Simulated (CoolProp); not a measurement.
Vapour-liquid equilibrium of acetone (1) + n-heptane (2) at 298.9 K; x and y are mole fractions of (1).

Computed with CoolProp (multi-fluid Helmholtz-energy mixture model, Lemmon 2006 and Span 2003; pair parameters Bell 2016).

Problem. Give the bubble pressure and the first vapour's composition at x = 0.35, 0.65, 0.8. Is there an azeotrope?

Solution. x = 0.35: 0.2913 bar, y = 0.825; x = 0.65: 0.3102 bar, y = 0.849; x = 0.8: 0.3170 bar, y = 0.870. y crosses x between x = 0.875 and 0.95: the model has an azeotrope there.

Pair parameters are fitted to limited data, so mixtures are less certain than the pure fluids. With so large a gap from Raoult's law the liquid may split in two, which this calculation doesn't test in full.
